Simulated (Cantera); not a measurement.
A Cantera script and what it prints.

```python
import numpy as np
import cantera as ct

gas_names = """
    Br Br2 Si SiBr SiBr2 SiBr3 SiBr4 Si2 Si3
""".split()
cond_names = """
    Br2(cr) Br2(L) Si(cr) Si(L)
""".split()


# ... load() reads the species with a 1 bar reference pressure and builds the phases ...
atoms = {
    'Si': {'Si': 1},
    'Br2': {'Br': 2},
}
top_T = {}  # K; cautious upper limits of use, not melting points


# ... equilibrate(T, P, feed) seeds the gas with the atoms and calls Mixture.equilibrate('TP', solver="vcs", rtol=1e-11, max_steps=5000) ...
results = []
feed = {'Si': 1, 'Br2': 1.3}  # mol
for P in [1, 3.6, 13, 46, 170, 600, 2200, 7700, 28000, 100000]:
    for T in [675, 750, 825, 900, 975, 1050, 1125, 1200, 1275, 1350, 1425, 1500, 1575, 1650]:
        mix = equilibrate(T, P, feed)
        results.append((T, P, feed, dict(zip(mix.species_names, mix.species_moles))))

for T, P, feed, n in results:
    print(f"{T:7g} {P:10.4g}  " + (" + ".join(c for c in cond_names if n.get(c, 0) > 1e-12) or "gas only"))
```

Output:

```
    675          1  Si(cr)
    750          1  Si(cr)
    825          1  Si(cr)
    900          1  Si(cr)
    975          1  Si(cr)
   1050          1  gas only
   1125          1  gas only
   1200          1  gas only
   1275          1  gas only
   1350          1  gas only
   1425          1  gas only
   1500          1  gas only
   1575          1  Si(cr)
   1650          1  Si(cr)
    675        3.6  Si(cr)
    750        3.6  Si(cr)
    825        3.6  Si(cr)
    900        3.6  Si(cr)
    975        3.6  Si(cr)
   1050        3.6  Si(cr)
   1125        3.6  gas only
   1200        3.6  gas only
   1275        3.6  gas only
   1350        3.6  gas only
   1425        3.6  gas only
   1500        3.6  gas only
   1575        3.6  gas only
   1650        3.6  Si(cr)
    675         13  Si(cr)
    750         13  Si(cr)
    825         13  Si(cr)
    900         13  Si(cr)
    975         13  Si(cr)
   1050         13  Si(cr)
   1125         13  Si(cr)
   1200         13  gas only
   1275         13  gas only
   1350         13  gas only
   1425         13  gas only
   1500         13  gas only
   1575         13  gas only
   1650         13  gas only
    675         46  Si(cr)
    750         46  Si(cr)
    825         46  Si(cr)
    900         46  Si(cr)
    975         46  Si(cr)
   1050         46  Si(cr)
   1125         46  Si(cr)
   1200         46  gas only
   1275         46  gas only
   1350         46  gas only
   1425         46  gas only
   1500         46  gas only
   1575         46  gas only
   1650         46  gas only
    675        170  Si(cr)
    750        170  Si(cr)
    825        170  Si(cr)
    900        170  Si(cr)
    975        170  Si(cr)
   1050        170  Si(cr)
   1125        170  Si(cr)
   1200        170  Si(cr)
   1275        170  gas only
   1350        170  gas only
   1425        170  gas only
   1500        170  gas only
   1575        170  gas only
   1650        170  gas only
    675        600  Si(cr)
    750        600  Si(cr)
    825        600  Si(cr)
    900        600  Si(cr)
    975        600  Si(cr)
   1050        600  Si(cr)
   1125        600  Si(cr)
   1200        600  Si(cr)
   1275        600  Si(cr)
   1350        600  gas only
   1425        600  gas only
   1500        600  gas only
   1575        600  gas only
   1650        600  gas only
    675       2200  Si(cr)
    750       2200  Si(cr)
    825       2200  Si(cr)
    900       2200  Si(cr)
    975       2200  Si(cr)
   1050       2200  Si(cr)
   1125       2200  Si(cr)
   1200       2200  Si(cr)
   1275       2200  Si(cr)
   1350       2200  Si(cr)
   1425       2200  gas only
   1500       2200  gas only
   1575       2200  gas only
   1650       2200  gas only
    675       7700  Si(cr)
    750       7700  Si(cr)
    825       7700  Si(cr)
    900       7700  Si(cr)
    975       7700  Si(cr)
   1050       7700  Si(cr)
   1125       7700  Si(cr)
   1200       7700  Si(cr)
   1275       7700  Si(cr)
   1350       7700  Si(cr)
   1425       7700  gas only
   1500       7700  gas only
   1575       7700  gas only
   1650       7700  gas only
    675    2.8e+04  Si(cr)
    750    2.8e+04  Si(cr)
    825    2.8e+04  Si(cr)
    900    2.8e+04  Si(cr)
    975    2.8e+04  Si(cr)
   1050    2.8e+04  Si(cr)
   1125    2.8e+04  Si(cr)
   1200    2.8e+04  Si(cr)
   1275    2.8e+04  Si(cr)
   1350    2.8e+04  Si(cr)
   1425    2.8e+04  Si(cr)
   1500    2.8e+04  Si(cr)
   1575    2.8e+04  gas only
   1650    2.8e+04  gas only
    675      1e+05  Si(cr)
    750      1e+05  Si(cr)
    825      1e+05  Si(cr)
    900      1e+05  Si(cr)
    975      1e+05  Si(cr)
   1050      1e+05  Si(cr)
   1125      1e+05  Si(cr)
   1200      1e+05  Si(cr)
   1275      1e+05  Si(cr)
   1350      1e+05  Si(cr)
   1425      1e+05  Si(cr)
   1500      1e+05  Si(cr)
   1575      1e+05  Si(cr)
   1650      1e+05  gas only
```

Cantera equilibrium calculation (NASA polynomials, part measured and part estimated; ideal gas, pure solids and liquids). The tables' values for SiBr3 are old estimates.
